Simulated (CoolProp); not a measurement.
Properties of trans-2-butene along the isotherm 251.85 °C (Tc = 155.5 °C, pc = 40.19 bar, ω = 0.210).

Computed with CoolProp (reference Helmholtz-energy equation of state, Lemmon 2005). It is a short technical equation, of lower accuracy than the large ones.

```csv
p (bar),phase,Z,cv (kJ/(kg K)),speed of sound (m/s)
4.02,gas,0.9823,2.223,283.8
8.04,gas,0.9643,2.229,279.4
12.1,gas,0.9460,2.234,274.9
16.1,gas,0.9277,2.240,270.5
20.1,gas,0.9091,2.246,266.1
24.1,gas,0.8904,2.251,261.7
28.1,gas,0.8715,2.258,257.3
32.2,gas,0.8519,2.264,252.8
36.2,gas,0.8327,2.270,248.5
40.2,supercritical,0.8134,2.277,244.4
44.2,supercritical,0.7940,2.283,240.4
48.2,supercritical,0.7748,2.290,236.6
52.2,supercritical,0.7557,2.296,233.1
56.3,supercritical,0.7364,2.302,229.9
60.3,supercritical,0.7180,2.309,227.1
```
